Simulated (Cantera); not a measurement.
A closed system holds: 1 mol Cu2O, 4.4 mol H2, 22 mol N2, equilibrated at 16.0 Pa.

Equilibrium computed with Cantera from the NASA thermochemical tables; the gas is ideal and each condensed phase is pure. Candidate condensed phases: Cu, CuO, Cu(OH)2, Cu2O, H2O; 27 gas species. Equilibrium is a limit: real reactors are often held back by kinetics, nucleation or transport. All values below are at 1925 °C.

Base state: N2 0.723, H 0.113, Cu 0.0658, H2 0.0658, H2O 0.0201, O 0.00575, OH 0.00481, O2 0.000743 (mole fractions); condensed: gas only.

Problem. What changes in the equilibrium state with this change: N2 from 22 to 5.5 mol?

Solution. 
```json
[
 {"species": "N2", "before": "0.723", "after": "0.414"},
 {"species": "H", "before": "0.113", "after": "0.185"},
 {"species": "H2", "before": "0.0658", "after": "0.176"},
 {"species": "Cu", "before": "0.0658", "after": "0.151"},
 {"species": "H2O", "before": "0.0201", "after": "0.0583"},
 {"species": "OH", "before": "0.00481", "after": "0.00850"},
 {"species": "NO", "before": "0.000716", "after": "0.000585"},
 {"species": "O2", "before": "0.000743", "after": "0.000866"},
 {"species": "O", "before": "0.00575", "after": "0.00621"}
]
```
